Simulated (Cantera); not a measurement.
Input: 1 mol CH2F2, 0.026 mol HCl, equilibrated at 13.3 mbar.

These are equilibrium values from Cantera (NASA tables, ideal gas, pure condensed phases), not measurements of a reactor. Candidate condensed phases: C, C6H6, C7H8, C8H18; 118 gas species. The numbers say what is thermodynamically allowed, not how fast it happens.

x: gas mole fraction; n: condensed amount in mol.

```tsv
T (K)	x HF	x H	x F	x C3	x HCl	x Cl	n C(graphite)
1175	0.987	1.97e-9	7.81e-10	<1e-12	0.0128	6.42e-6	1.00
1375	0.987	…	…	<1e-12	0.0128	…	1.00
1575	0.987	4.36e-6	1.35e-6	<1e-12	0.0125	0.000296	1.00
1775	0.987	5.57e-5	1.64e-5	3.96e-12	0.0118	0.00102	1.000
1975	0.985	0.000406	0.000126	1.11e-9	0.0102	0.00263	1.000
2175	0.983	…	…	…	…	…	1.000
2375	0.975	0.00628	0.00343	4.80e-6	0.00471	0.00800	1.000
2575	0.954	0.0170	0.0128	0.000116	0.00266	0.00991	0.997
2775	0.900	0.0416	0.0363	0.00174	0.00153	0.0107	0.980
2975	0.778	0.0904	0.0815	0.0179	0.000864	0.0104	0.830
```

**Question.** Fill in the missing entries.

**Answer.** 
- 2175, x H: 0.00190
- 2175, x F: 0.000730
- 2175, x C3: 1.09e-7
- 2175, x HCl: 0.00758
- 2175, x Cl: 0.00520
- 1375, x H: 1.60e-7
- 1375, x F: 5.58e-8
- 1375, x Cl: 5.82e-5
